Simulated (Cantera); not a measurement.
Feed: 1 mol TEOS, 1.4 mol CO₂, equilibrated at 1523.15 K.

Method: chemical equilibrium by Gibbs-energy minimisation in Cantera with the NASA 1993 tables (ideal gas, pure condensed phases). Candidate condensed phases: C, C₆H₆, C₇H₈, C₈H₁₈, H₂O, Si, SiC, SiO₂; 123 gas species. The feed counts by its element totals alone. Rates play no part.

Task: At 140 Pa, list the 4 most abundant gas species with their mole fractions, and the condensed phases.

Result: H₂ 0.595, CO 0.404, SiO 0.000871, H 0.000477. Condensed: C(graphite) + SiC(s).
